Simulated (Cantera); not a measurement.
# Thermodynamics of fluorocarbon and chlorocarbon gases, feed C2F6 + Si + H2

A closed system holds: 1 mol C2F6, a varied amount of Si, 18 mol H2, equilibrated at 1675 K and 4.20 mbar.

These are equilibrium values from Cantera (NASA tables, ideal gas, pure condensed phases), not measurements of a reactor. Candidate condensed phases: C, C6H6, C7H8, C8H18, Si, SiC; 113 gas species. The feed counts by its element totals alone. The tables' values for SiF3, SiF2 are old estimates; treat these amounts as uncertain. The numbers say what is thermodynamically allowed, not how fast it happens.

| n(Si) (mol) | log p H2 | log p HF | log p SiF4 | log p SiF3 | n C(graphite) |
|---|---|---|---|---|---|
| 0.015 | -2.52 | -2.93 | -5.58 | -6.50 | 2.00 |
| 0.022 | -2.52 | -2.93 | -5.41 | -6.33 | 2.00 |
| 0.034 | -2.52 | -2.93 | -5.22 | -6.14 | 2.00 |
| 0.05 | -2.52 | -2.93 | -5.05 | -5.96 | 2.00 |
| 0.076 | -2.52 | -2.94 | -4.87 | -5.78 | 2.00 |
| 0.11 | -2.52 | -2.95 | -4.71 | -5.60 | 2.00 |
| 0.17 | -2.51 | -2.97 | -4.52 | -5.40 | 2.00 |
| 0.25 | -2.51 | -2.99 | -4.36 | -5.21 | 2.00 |
| 0.38 | -2.50 | -3.03 | -4.18 | -4.98 | 2.00 |
| 0.57 | -2.48 | -3.11 | -4.02 | -4.74 | 2.00 |
log p: log10 of the partial pressure in bar; n: condensed amount in mol.

From 0.015 mol Si to 0.57 mol Si the condensed part is C(graphite). The main Si-bearing gas is SiF4 throughout.
